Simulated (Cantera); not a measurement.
Mixture: 1.65 % C3H8, 15.6 % O2, 82.7 % N2, equivalence ratio 0.53, at 2200000 Pa, adiabatic and at constant volume. Ignition delay is the time to a rise of 400 K.

Computed with Cantera and GRI-Mech 3.0 (53 species, 325 reactions). GRI-Mech 3.0 was tuned for natural gas; its chemistry of propane as a main component is partial and can be far from experiment. The pressure lies above the range GRI-Mech 3.0 was tuned for (to about 10 atm).

Q: Predict: delay at 1050 K; delay at 1250 K; delay at 1450 K; delay at 1650 K; apparent activation energy between 1550 and 1750 K.

A: 
| Item | Value |
|---|---|
| delay at 1050 K | 13.7 ms |
| delay at 1250 K | 0.438 ms |
| delay at 1450 K | 25.8 µs |
| delay at 1650 K | 3.71 µs |
| apparent activation energy between 1550 and 1750 K | 170 kJ/mol |
